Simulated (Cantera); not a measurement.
What does this Cantera script print?

```python
import numpy as np
import cantera as ct

gas_names = """
    CL CL2 H HCL H2 N NH NH2 NH3 N2 N2H2 N2H4 Si SiCL SiCL2 SiCL3 SiCL4 SiH SiHCL3 SiH2 SiH2CL2 SiH3
    SiH3CL SiH4 SiN Si2 Si2N Si3
""".split()
cond_names = """
    NH4CL(a) NH4CL(b) Si(cr) Si(L) Si3N4(a)
""".split()


# ... load() reads the species with a 1 bar reference pressure and builds the phases ...
atoms = {
    'SiHCl3': {'Si': 1, 'H': 1, 'CL': 3},
    'N2': {'N': 2},
    'H2': {'H': 2},
}
top_T = {'Si3N4(a)': 2400}  # K; cautious upper limits of use, not melting points


# ... equilibrate(T, P, feed) seeds the gas with the atoms and calls Mixture.equilibrate('TP', solver="vcs", rtol=1e-11, max_steps=5000) ...
results = []
feed = {'SiHCl3': 1, 'N2': 27, 'H2': 1.9}  # mol
T = 1698.15  # K
P = 53000  # Pa
mix = equilibrate(T, P, feed)
results.append((T, P, feed, dict(zip(mix.species_names, mix.species_moles))))
x = sorted(zip(gas.X, gas.species_names), reverse=True)
print(f"T = {T:g} K  P = {P:g} Pa  gas = {mix.phase_moles(0):.4g} mol")
print("   x: " + "  ".join(f"{s} {v:.3e}" for v, s in x if v > 1e-05))
print("   condensed (mol): " + ("  ".join(f"{mix.phase(i).name} {mix.phase_moles(i):.4g}"
      for i in range(1, mix.n_phases) if mix.phase_moles(i) > 1e-12) or "none"))
```

Output:

```
T = 1698.15 K  P = 53000 Pa  gas = 30.42 mol
   x: N2 8.735e-01  HCL 7.118e-02  H2 4.323e-02  SiCL2 9.249e-03  SiCL3 1.873e-03  SiCL4 7.493e-04  SiHCL3 8.761e-05  CL 5.295e-05  H 4.136e-05
   condensed (mol): Si3N4(a) 0.212
```

Cantera equilibrium calculation (NASA polynomials, part measured and part estimated; ideal gas, pure solids and liquids). The tables' values for SiCl3 are old estimates; treat these amounts as uncertain.
